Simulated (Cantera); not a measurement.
# Equilibrium for roasting and sulfation: MgO + H₂S + H₂O

Feed: 1 mol MgO, 1.3 mol H₂S, 3.3 mol H₂O, equilibrated at 0.0100 bar.

Equilibrium computed with Cantera from the NASA thermochemical tables; the gas is ideal and each condensed phase is pure. Candidate condensed phases: H₂O, H₂SO₄, Mg, MgO, Mg(OH)₂, MgS, MgSO₄, S; 26 gas species. Gases not in the tables: S₃ to S₇. Rates play no part.

```
T (K)  x H₂O   x H₂S    x H₂     x S₂     x SO₂  n MgO(s)
-----  -----  ------  ------  -------  --------  --------
773    0.713   0.270  0.0115  0.00539  0.000239      1.00
823    0.710   0.261  0.0197  0.00927  0.000366      1.00
873    0.705   0.248  0.0313   0.0148  0.000545      1.00
923    0.699   0.231  0.0466   0.0220  0.000793      1.00
973    0.692   0.211  0.0653   0.0309   0.00114      1.00
1023   0.684   0.187  0.0869   0.0409   0.00162      1.00
1073   0.674   0.162   0.110   0.0513   0.00231      1.00
1123   0.664   0.137   0.133   0.0616   0.00327      1.00
1173   0.654   0.114   0.156   0.0708   0.00461      1.00
1223   0.643  0.0937   0.178   0.0786   0.00643      1.00
1273   0.631  0.0762   0.198   0.0847   0.00884      1.00
1323   0.620  0.0618   0.216   0.0890    0.0119      1.00
```
x: gas mole fraction; n: condensed amount in mol.

From 773 K to 1323 K the condensed part is MgO(s).
